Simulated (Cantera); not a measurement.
Silicon epitaxy and polysilicon growth: Si₂Cl₆ + HCl + H₂

Charge: 1 mol Si₂Cl₆, 4.6 mol HCl, 110 mol H₂, equilibrated at 0.710 bar.

Cantera equilibrium calculation (NASA polynomials, part measured and part estimated; ideal gas, pure solids and liquids). Candidate condensed phases: Si; 19 gas species. The feed counts by its element totals alone. The tables' values for SiCl₃ are old estimates; treat these amounts as uncertain. Kinetics and transport are ignored.

From 800 K to 1250 K nothing is condensed. From 1325 K to 1550 K the condensed part is Si(s). The main Si-bearing gas is SiCl₄ at 800 K and SiCl₂ at 1550 K.

| T (K) | x H₂ | x HCl | x SiCl₄ | x SiCl₂ | x SiHCl₃ | n Si(s) |
|---|---|---|---|---|---|---|
| 800 | 0.960 | 0.0231 | 0.0167 | 1.84e-9 | 0.000625 | 0 |
| 875 | 0.959 | 0.0239 | 0.0159 | 7.93e-8 | 0.00139 | 0 |
| 950 | 0.958 | 0.0252 | 0.0147 | 1.71e-6 | 0.00256 | 0 |
| 1025 | 0.956 | 0.0269 | 0.0130 | 2.12e-5 | 0.00398 | 0 |
| 1100 | 0.954 | 0.0292 | 0.0111 | 0.000166 | 0.00535 | 0 |
| 1175 | 0.950 | 0.0323 | 0.00885 | 0.000851 | 0.00614 | 0 |
| 1250 | 0.946 | 0.0369 | 0.00632 | 0.00284 | 0.00576 | 0 |
| 1325 | 0.939 | 0.0446 | 0.00380 | 0.00579 | 0.00410 | 0.0926 |
| 1400 | 0.933 | 0.0521 | 0.00187 | 0.00860 | 0.00237 | 0.217 |
| 1475 | 0.929 | 0.0566 | 0.000779 | 0.0109 | 0.00121 | 0.271 |
| 1550 | 0.927 | 0.0587 | 0.000303 | 0.0124 | 0.000588 | 0.281 |
x: gas mole fraction; n: condensed amount in mol.
